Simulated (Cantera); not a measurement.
## Ignition delay

Mixture: CH4 : O2 : N2 = 1 : 3.51 : 15.8 (molar parts), equivalence ratio 0.57, at 9.87 atm, adiabatic and at constant pressure. Ignition delay is the time to a rise of 400 K.

Detailed kinetics in Cantera: GRI-Mech 3.0 (53 species, 325 reactions).

```
T0 (K)  delay (ms)
------  ----------
1323          1.05
1423         0.371
1523         0.145
1623        0.0616
1723        0.0288
1823        0.0147
1923       0.00818
2023       0.00489
```

The apparent activation energy between 1823 and 2023 K comes out as 170 kJ/mol.
